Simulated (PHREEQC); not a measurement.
PHREEQC input (ion-association model, phreeqc.dat):

```
SOLUTION_SPECIES
  CO3-2 + 10 H+ + 8 e- = CH4 + 3 H2O  # shut off: no methane
    -log_k -100
    -delta_h 0
    -analytic -100
SOLUTION 1
  temp 25
  units mol/kgw
  pH 7 charge
  C(4) 0.14
  Na 0.14
  Cl 0.054
  K 0.054
END
SELECTED_OUTPUT 1
  -reset false
  -pH true
  -pe true
  -ionic_strength true
  -water true
  -totals C Cl K Na C(-4) C(4)
  -molalities H+ Na+ K+ Cl- CO3-2 OH- HCO3- CO2 (CO2)2 NaOH
    NaCO3- NaHCO3
  -saturation_indices Halite Sylvite
USER_PUNCH 1
  -headings p_CO2(g) phi_CO2(g) p_H2O(g) phi_H2O(g) density
  10 PUNCH PR_P("CO2(g)"), PR_PHI("CO2(g)"), PR_P("H2O(g)"), PR_PHI("H2O(g)"), RHO
PRINT
  -reset false
USE solution 1
REACTION_TEMPERATURE 1
  10
GAS_PHASE 1
  -fixed_pressure
  -pressure 5
  -temperature 10
  -volume 20
  CO2(g) 5
  H2O(g) 0
END
# ... the last block is repeated for the other 8 points of T (°C)
```

Selected output (columns that matter, 9 of 9 rows; T (°C) added in front):

```
T (°C)	pH	mu	C	Cl	K	Na	m_H+	si_Halite	si_Sylvite	p_CO2(g)	phi_CO2(g)	p_H2O(g)	phi_H2O(g)	density
10	6.0588	0.18801	0.38849	0.054013	0.054013	0.14003	1.0868e-06	-3.9595	-3.6379	4.9871	0.96792	0.012882	0.94651	1.0137
20	6.1136	0.18841	0.32126	0.054022	0.054022	0.14006	9.6095e-07	-3.9707	-3.6954	4.9757	0.97107	0.024284	0.95098	1.0111
30	6.1766	0.18879	0.27821	0.054037	0.054037	0.14009	8.3379e-07	-3.982	-3.7498	4.9563	0.97387	0.043718	0.95488	1.0079
40	6.2466	0.18916	0.24933	0.05406	0.05406	0.14016	7.1236e-07	-3.9932	-3.8014	4.9245	0.97635	0.075509	0.95825	1.004
50	6.3225	0.18953	0.22909	0.054097	0.054097	0.14025	6.0052e-07	-4.0044	-3.8503	4.8744	0.97858	0.12562	0.96111	0.99948
60	6.4039	0.18989	0.21432	0.054152	0.054152	0.14039	4.9996e-07	-4.0155	-3.8967	4.798	0.98058	0.20199	0.96348	0.99442
70	6.4911	0.19025	0.20305	0.054235	0.054235	0.14061	4.11e-07	-4.0266	-3.9408	4.6851	0.9824	0.3149	0.96537	0.98884
80	6.5844	0.19062	0.19401	0.054358	0.054358	0.14093	3.3314e-07	-4.0376	-3.9825	4.5228	0.98409	0.47721	0.96677	0.98277
90	6.6853	0.19098	0.18633	0.054543	0.054543	0.14141	2.6546e-07	-4.0485	-4.0217	4.2953	0.98572	0.7047	0.9677	0.97624
```

Species that the database lacks are ignored. At this temperature some constants are extrapolated from 25 °C, and those without enthalpy data are left unchanged.
